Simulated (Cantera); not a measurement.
A closed system holds: 1 mol Si3N4, 0.023 mol H2O, 14 mol H2, held at 0.000140 bar.

Equilibrium computed with Cantera from the NASA thermochemical tables; the gas is ideal and each condensed phase is pure. Candidate condensed phases: H2O, Si, SiO2, Si2N2O, Si3N4; 35 gas species. Mutual solubility and eutectic melting of coexisting phases are not modelled. The tables' values for SiN are old estimates; treat these amounts as uncertain. Gases not in the tables: Si2H6 and higher silanes. Equilibrium is a limit: real reactors are often held back by kinetics, nucleation or transport.

log p: log10 of the partial pressure in bar; n: condensed amount in mol.

```
T (K)  log p H2  log p H  log p Si  log p N2  log p SiO  log p Si2  log p SiH  n Si(s)  n Si2N2O(s)  n Si3N4(s)  n Si(l)
-----  --------  -------  --------  --------  ---------  ---------  ---------  -------  -----------  ----------  -------
1398      -3.87    -7.26     -9.11     -5.26      -7.22     -12.34     -10.34    0.843       0.0167       0.706        0
1448      -3.91        …         …     -4.79      -6.69          …          …     2.77            0           …        0
1498      -3.91    -6.72     -8.00     -4.76      -6.70     -10.90      -9.45     2.98            0           0        0
1548      -3.91    -6.47     -7.50     -4.76      -6.70     -10.25      -9.03     2.97            0           0        0
1598      -3.91    -6.23     -7.03     -4.76      -6.70      -9.64      -8.65     2.97            0           0        0
1648      -3.92    -6.01     -6.59     -4.76      -6.70      -9.07      -8.28     2.95            0           0        0
1698      -3.92    -5.80     -6.18     -4.76      -6.70      -8.54      -7.95        0            0           0     2.90
1748      -3.93    -5.60     -5.84     -4.77      -6.71      -8.13      -7.68        0            0           0     2.80
1798      -3.94    -5.42     -5.51     -4.77      -6.71      -7.73      -7.42        0            0           0     2.60
1848      -3.95    -5.25     -5.20     -4.79      -6.73      -7.36      -7.18        0            0           0     2.18
1898      -3.98    -5.10     -4.91     -4.81      -6.75      -7.01      -6.96        0            0           0     1.32
1948      -4.03    -4.96     -4.69     -4.85      -6.79      -6.79      -6.82        0            0           0        0
1998      -4.05        …     -4.69     -4.86      -6.79          …          …        0            0           0        0
2048      -4.07    -4.68     -4.70     -4.87      -6.80      -7.21      -6.95        0            0           0        0
```

### Question
Complete the blanks.

### Answer

- 1998, log p H: -4.82
- 1998, log p Si2: -7.00
- 1998, log p SiH: -6.88
- 1448, log p H: -6.99
- 1448, log p Si: -8.53
- 1448, log p Si2: -11.59
- 1448, log p SiH: -9.89
- 1448, n Si3N4(s): 0.0674
